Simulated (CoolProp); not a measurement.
Saturation properties of CH2F2 (R32) (Tc = 78.1 °C, pc = 57.83 bar, ω = 0.277).

Model: reference Helmholtz-energy equation of state, Tillner-Roth 1997, in CoolProp.

| T (°C) | p (bar) | liquid cp (kJ/(kg K)) | liquid viscosity (µPa s) |
|---|---|---|---|
| -32.45 | 2.469 | 1.625 | 230 |
| -29.05 | 2.843 | 1.634 | 220 |
| -25.55 | 3.274 | 1.643 | 211 |
| -22.15 | 3.738 | 1.654 | 201 |
| -18.75 | 4.252 | 1.665 | 193 |
| -15.25 | 4.837 | 1.677 | 185 |
| -11.85 | 5.461 | 1.690 | 177 |
| -8.45 | 6.146 | 1.705 | 169 |
| -4.95 | 6.917 | 1.720 | 162 |
| -1.55 | 7.735 | 1.737 | 155 |
| 1.85 | 8.624 | 1.755 | 149 |

It boils at -51.7 °C under 1 atm.

Viscosity comes from a separate model (Bell 2016), an estimate that may be off by 10 % or more.
